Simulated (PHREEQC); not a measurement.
Solution (25 °C): 1.6 mmol/kgw H2SO4 and 1.5 mmol/kgw Al2(SO4)3. Closed to the air; pH follows from the charge balance.

The numbers come from PHREEQC with the ion-association model, wateq4f.dat.

No solid was allowed to form.

Q: Predict the pH, ionic strength.

A: pH 2.62; ionic strength 0.0123 mol/kgw.

Q: In which forms is Al present?

A: AlSO4+ 71 %, Al+3 24 %, Al(SO4)2- 4.6 % of the Al.

Species that the database lacks are ignored.
